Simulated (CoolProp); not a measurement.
A single-stage vapour-compression cycle with the fluid: evaporating at 229.15 K (dew point), condensing at 292.15 K (bubble point), superheat 0 K, subcooling 8 K, compressor efficiency 0.6, no pressure losses. The same conditions are run with several fluids, on thermodynamics alone (safety and materials aside).

Computed with CoolProp (reference Helmholtz-energy equation of state of each fluid (hydrogen chloride: Thol 2018; R124: de Vries 1995; vinyl chloride: Thol 2022; R407C: Lemmon 2003; hydrogen sulfide: Lemmon 2006; R22: Kamei 1995)). Blends and air are pseudo-pure fits.

```
fluid              cooling COP  pressure ratio  discharge temperature (K)  refrigerating effect (kJ/kg)  volumetric capacity (kJ/m³)
-----------------  -----------  --------------  -------------------------  ----------------------------  ---------------------------
hydrogen chloride         1.55            6.24                      465.0                           289                         4080
R124                      1.76            15.0                      332.5                           122                          187
vinyl chloride            1.83            13.6                      413.5                           298                          239
R407C                     1.53            14.5                      371.8                           169                          552
hydrogen sulfide          1.71            8.01                      469.7                           413                         1670
R22                       1.77            10.2                      384.7                           173                          707
```
